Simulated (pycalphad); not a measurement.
Source of the numbers: pycalphad with the COST 507 light-alloy database (1999); pressure 1 atm. These are 1990s assessments: newer ones move some temperatures and phases. Phase fractions are per mole of atoms.

Problem. Give the equilibrium state of Ti-63.4Si (at.%) at 1280 K.

Solution. SI2TI, fraction 0.804, with 66.7 Si at.%; SITI, fraction 0.196, with 50.0 Si at.%.

Database names, with the compositions (at.%) that they take in these runs: SI2TI: Si 67 Ti 33; SITI: Ti 50 Si 50.
